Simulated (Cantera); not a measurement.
A closed system holds: 1 mol B, 0.68 mol NH₃, 1.7 mol N₂, held at 2373 K and 1.33 mbar.

Method: chemical equilibrium by Gibbs-energy minimisation in Cantera with the NASA 1993 tables (ideal gas, pure condensed phases). Candidate condensed phases: B, BN; 15 gas species. The tables' values for BH₂ are old estimates; treat these amounts as uncertain. The numbers say what is thermodynamically allowed, not how fast it happens.

Base state: N₂ 0.596, H₂ 0.210, H 0.175, B 0.0180, BH₂ 0.000577, BN 0.000244, BH 0.000217 (mole fractions); condensed: B(l).

Problem. What changes in the equilibrium state with this change: B replaced by B₂O₃?

Solution. 
```
species    before    after
---------  ------  -------
N₂          0.596    0.432
BO              0    0.129
H           0.175    0.119
H₂          0.210   0.0961
B₂O₃            0   0.0886
HBO₂            0   0.0825
BO₂             0   0.0218
H₂O             0   0.0133
B          0.0180  1.68e-7
HBO             0  0.00988
OH              0  0.00291
O               0  0.00241
B₂O₂            0  0.00173
B(l), mol   0.935        0
```
Further candidate phases: B₂O₃, B₃O₃H₃, H₂O.
